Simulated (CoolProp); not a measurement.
Saturation properties of octamethyltrisiloxane (MDM) (Tc = 565.4 K, pc = 1.438 MPa, ω = 0.528).

The numbers come from the reference Helmholtz-energy equation of state, Thol 2017 in CoolProp.

```json
[
 {"T (K)": "276.8", "p (MPa)": "0.0001074", "enthalpy of vaporisation (kJ/kg)": "[?]", "liquid cp (kJ/(kg K))": "1.737", "surface tension (mN/m)": "18.6"},
 {"T (K)": "305.2", "p (MPa)": "0.0007815", "enthalpy of vaporisation (kJ/kg)": "201.5", "liquid cp (kJ/(kg K))": "[?]", "surface tension (mN/m)": "16.0"},
 {"T (K)": "333.7", "p (MPa)": "0.003747", "enthalpy of vaporisation (kJ/kg)": "190.4", "liquid cp (kJ/(kg K))": "1.868", "surface tension (mN/m)": "13.4"},
 {"T (K)": "362.2", "p (MPa)": "0.01315", "enthalpy of vaporisation (kJ/kg)": "179.2", "liquid cp (kJ/(kg K))": "1.941", "surface tension (mN/m)": "11.1"},
 {"T (K)": "390.7", "p (MPa)": "0.03657", "enthalpy of vaporisation (kJ/kg)": "167.7", "liquid cp (kJ/(kg K))": "2.016", "surface tension (mN/m)": "[?]"},
 {"T (K)": "419.2", "p (MPa)": "0.08536", "enthalpy of vaporisation (kJ/kg)": "155.5", "liquid cp (kJ/(kg K))": "2.094", "surface tension (mN/m)": "6.82"},
 {"T (K)": "447.7", "p (MPa)": "[?]", "enthalpy of vaporisation (kJ/kg)": "142.1", "liquid cp (kJ/(kg K))": "2.177", "surface tension (mN/m)": "4.94"},
 {"T (K)": "476.2", "p (MPa)": "0.3212", "enthalpy of vaporisation (kJ/kg)": "126.8", "liquid cp (kJ/(kg K))": "2.271", "surface tension (mN/m)": "3.28"},
 {"T (K)": "504.7", "p (MPa)": "0.5472", "enthalpy of vaporisation (kJ/kg)": "108.3", "liquid cp (kJ/(kg K))": "2.395", "surface tension (mN/m)": "1.85"},
 {"T (K)": "533.2", "p (MPa)": "0.8788", "enthalpy of vaporisation (kJ/kg)": "[?]", "liquid cp (kJ/(kg K))": "2.634", "surface tension (mN/m)": "0.708"}
]
```

What belongs in the gaps?


- 276.8, enthalpy of vaporisation (kJ/kg): 212.8
- 305.2, liquid cp (kJ/(kg K)): 1.799
- 390.7, surface tension (mN/m): 8.87
- 447.7, p (MPa): 0.1743
- 533.2, enthalpy of vaporisation (kJ/kg): 83.44

It boils at 425.6 K under 1 atm.

Surface tension comes from a separate correlation (Mulero 2014), older than this fluid's equation and unchecked against measurements.
